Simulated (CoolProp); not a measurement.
Vapour-liquid equilibrium of R22 (1) + n-pentane (2) at 228.3 K; x and y are mole fractions of (1).

The numbers come from the multi-fluid Helmholtz-energy mixture model, Kamei 1995 and Thol 2019; pair parameters Bell 2016 in CoolProp.

### Question
Give the bubble pressure and the first vapour's composition at x = 0.45, 0.75, 0.85. Is there an azeotrope?

### Answer
x = 0.45: 0.05959 MPa, y = 0.977; x = 0.75: 0.07026 MPa, y = 0.985; x = 0.85: 0.07439 MPa, y = 0.989. No azeotrope shows between x = 0.05 and 0.95.

Pair parameters are fitted to limited data, so mixtures are less certain than the pure fluids. With so large a gap from Raoult's law the liquid may split in two, which this calculation doesn't test in full.
